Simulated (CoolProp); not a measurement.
Saturation properties of toluene.

Computed with CoolProp (reference Helmholtz-energy equation of state, Lemmon 2006). It is a short technical equation, of lower accuracy than the large ones.

```
T (°C)  p (kPa)  vapour density (kg/m³)  enthalpy of vaporisation (kJ/kg)  liquid cp (kJ/(kg K))  surface tension (mN/m)
------  -------  ----------------------  --------------------------------  ---------------------  ----------------------
139.75    216.8                   6.250                             340.6                  2.116                    14.7
150.25    276.9                   7.893                             332.9                  2.159                    13.6
160.75    349.0                   9.859                             324.8                  2.202                    12.5
171.25    434.6                   12.20                             316.3                  2.247                    11.5
181.75    535.1                   14.96                             307.4                  2.294                    10.4
192.25    652.1                   18.23                             298.0                  2.343                    9.40
202.75    787.4                   22.06                             288.1                  2.394                    8.40
213.35    944.3                   26.63                             277.4                  2.450                    7.42
223.85     1122                   31.95                             266.0                  2.510                    6.48
234.35     1323                   38.25                             253.7                  2.577                    5.57
244.85     1550                   45.74                             240.3                  2.655                    4.69
255.35     1805                   54.74                             225.6                  2.747                    3.85
265.85     2092                   65.71                             209.1                  2.863                    3.04
276.35     2412                   79.38                             190.5                  3.020                    2.28
```

It boils at 110.6 °C under 1 atm.

Surface tension comes from a separate correlation (Mulero 2012).
